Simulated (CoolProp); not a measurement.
Aqueous methanol as a coolant, at -5 °C, 1 atm.

Model: Melinder's fits for secondary coolants, in CoolProp.

| mass % | freezing point (°C) | density (kg/m³) | viscosity (mPa s) | Prandtl number | cp (kJ/(kg K)) |
|---|---|---|---|---|---|
| 9.5 | -6.2 | 985.1 | 3.06 | 25.8 | 4.259 |
| 13.4 | -9.2 | 980.6 | 3.43 | 29.6 | 4.191 |
| 17.3 | -12.6 | 976.4 | 3.78 | 33.2 | 4.110 |
| 21.3 | -16.3 | 972.1 | 4.09 | 36.5 | 4.021 |
| 25.2 | -20.3 | 967.8 | 4.32 | 39.1 | 3.934 |
| 29.2 | -24.8 | 963.1 | 4.47 | 41.3 | 3.847 |
| 33.1 | -29.4 | 958.1 | 4.53 | 42.6 | 3.765 |
| 37.1 | -34.7 | 952.6 | 4.51 | 43.2 | 3.682 |
| 41 | -40.2 | 946.8 | 4.42 | 43.0 | 3.599 |
| 45 | -46.2 | 940.4 | 4.26 | 42.1 | 3.512 |
| 48.9 | -52.6 | 933.7 | 4.06 | 40.7 | 3.422 |
